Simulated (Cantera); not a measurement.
Feed: 1 mol CS2, 0.21 mol H2, equilibrated at 1350 °C and 77.0 Pa.

Cantera equilibrium calculation (NASA polynomials, part measured and part estimated; ideal gas, pure solids and liquids). Candidate condensed phases: C, C6H6, C7H8, C8H18, S; 83 gas species. Equilibrium is a limit: real reactors are often held back by kinetics, nucleation or transport.

Base state: CS2 0.626, H2 0.161, S2 0.128, CS 0.0740, SH 0.00366, H2S 0.00336, S 0.00197, H 0.00100 (mole fractions); condensed: C(graphite).

Task: What changes in the equilibrium state with this change: 0.0021 mol H2O added?

Result: 
| species | before | after |
|---|---|---|
| CS2 | 0.626 | 0.624 |
| H2 | 0.161 | 0.163 |
| S2 | 0.128 | 0.128 |
| CO | 0 | 0.00166 |
| CS | 0.0740 | 0.0739 |
| H2S | 0.00336 | 0.00338 |
| H | 0.00100 | 0.00100 |
| S | 0.00197 | 0.00196 |
| SH | 0.00366 | 0.00366 |
| C(graphite), mol | 0.120 | 0.118 |
Further candidate phases: H2O, H2SO4.

Task: What changes in the equilibrium state with this change: CS2 replaced by CO2?

Result: 
```tsv
species	before	after
CO2	0	0.665
CO	0	0.161
H2O	0	0.161
CS2	0.626	0
S2	0.128	0
CS	0.0740	0
H2	0.161	0.0125
SH	0.00366	0
H2S	0.00336	0
S	0.00197	0
OH	0	0.000150
O2	0	1.60e-5
C(graphite), mol	0.120	0
```
Further candidate phases: H2O.

Task: What changes in the equilibrium state with this change: CS2 replaced by H2O?

Result: 
```json
[
 {"species": "H2O", "before": "0", "after": "0.826"},
 {"species": "H2", "before": "0.161", "after": "0.173"},
 {"species": "H", "before": "0.00100", "after": "0.00104"},
 {"species": "CS2", "before": "0.626", "after": "0"},
 {"species": "S2", "before": "0.128", "after": "0"},
 {"species": "CS", "before": "0.0740", "after": "0"},
 {"species": "SH", "before": "0.00366", "after": "0"},
 {"species": "H2S", "before": "0.00336", "after": "0"},
 {"species": "S", "before": "0.00197", "after": "0"},
 {"species": "C(graphite), mol", "before": "0.120", "after": "0"}
]
```
Further candidate phases: H2O.
